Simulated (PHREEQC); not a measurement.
# Acid rinse or clean (model solution)

Consider water at 80 °C with 0.0048 mol HBr and 0.0039 mol FeCl3 per kg of water. Closed to the air; pH follows from the charge balance.

The numbers come from PHREEQC with the ion-association model, phreeqc.dat.

No solid was allowed to form.

### Question
Estimate the pH, ionic strength.

### Answer
pH 2.13; ionic strength 0.0208 mol/kgw.

### Question
In which forms is Cl present?

### Answer
Cl- 98 %, FeCl+2 2.2 % of the Cl.

The solution is supersaturated, for example in Hematite (slow to form), Goethite (slow to form), so a real one may precipitate; this is no full list. Complexes and solids missing from the database can't appear. Constants without temperature data keep their 25 °C values here.
